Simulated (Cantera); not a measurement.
What does this Cantera script print?

```python
import numpy as np
import cantera as ct

gas_names = [...]  # 136 gases of nasa_gas.yaml made of C, H, N, O
cond_names = """
    C(gr) C6H6(L) C7H8(L) C8H18(L),n-octa H2O(s) H2O(L)
""".split()


# ... load() reads the species with a 1 bar reference pressure and builds the phases ...
atoms = {
    'C2H5OH': {'C': 2, 'H': 6, 'O': 1},
    'O2': {'O': 2},
    'N2': {'N': 2},
}
top_T = {'C(gr)': 4500}  # K; cautious upper limits of use, not melting points


# ... equilibrate(T, P, feed) seeds the gas with the atoms and calls Mixture.equilibrate('TP', solver="vcs", rtol=1e-11, max_steps=5000) ...
results = []
T = 1373.15  # K
P = 1000  # Pa
for m in [0.015, 0.026, 0.044, 0.073, 0.12, 0.21, 0.35, 0.59, 1, 1.7]:
    feed = {'C2H5OH': 1, 'O2': m, 'N2': 0.81}  # mol
    mix = equilibrate(T, P, feed)
    results.append((T, P, feed, dict(zip(mix.species_names, mix.species_moles))))

top = {s: max(r[3][s] / sum(r[3][g] for g in gas_names) for r in results) for s in gas_names}
cols = sorted((s for s in top if top[s] > 1e-06), key=lambda s: -top[s])[:8]
seen = [c for c in cond_names if any(r[3].get(c, 0) > 1e-12 for r in results)]
print("log10 of partial pressures in bar; condensed amounts in mol")
print(f"{'n(O2)':>10s}" + "".join(f"{s[:9]:>10s}" for s in cols + seen))
for T, P, feed, n in results:
    ng = sum(n[g] for g in gas_names)
    print(f"{feed['O2']:10.4g}" + "".join(f"{np.log10(max(n[s] / ng * P / 1e5, 1e-99)):10.3f}" for s in cols)
          + "".join(f"{n.get(c, 0):10.4g}" for c in seen))
```

It prints:

```
log10 of partial pressures in bar; condensed amounts in mol
     n(O2)        H2        CO       H2O        N2       CO2       HCN         H       CH4     C(gr)
     0.015    -2.208    -2.672    -7.210    -2.777    -7.988    -5.893    -6.581    -6.714    0.9693
     0.026    -2.210    -2.665    -7.205    -2.778    -7.974    -5.895    -6.582    -6.718    0.9473
     0.044    -2.213    -2.653    -7.197    -2.782    -7.951    -5.898    -6.583    -6.724    0.9113
     0.073    -2.218    -2.636    -7.184    -2.787    -7.916    -5.903    -6.586    -6.735    0.8533
      0.12    -2.226    -2.610    -7.166    -2.795    -7.864    -5.911    -6.590    -6.751    0.7593
      0.21    -2.241    -2.566    -7.138    -2.810    -7.777    -5.927    -6.597    -6.781    0.5793
      0.35    -2.264    -2.511    -7.105    -2.833    -7.665    -5.949    -6.609    -6.827    0.2993
      0.59    -2.307    -2.473    -3.633    -2.856    -4.113    -9.459    -6.630   -10.390         0
         1    -2.408    -2.526    -2.901    -2.856    -3.333   -10.396    -6.681   -11.478         0
       1.7    -2.635    -2.666    -2.546    -2.856    -2.891   -11.231    -6.794   -12.654         0
```

Method: chemical equilibrium by Gibbs-energy minimisation in Cantera with the NASA 1993 tables (ideal gas, pure condensed phases).
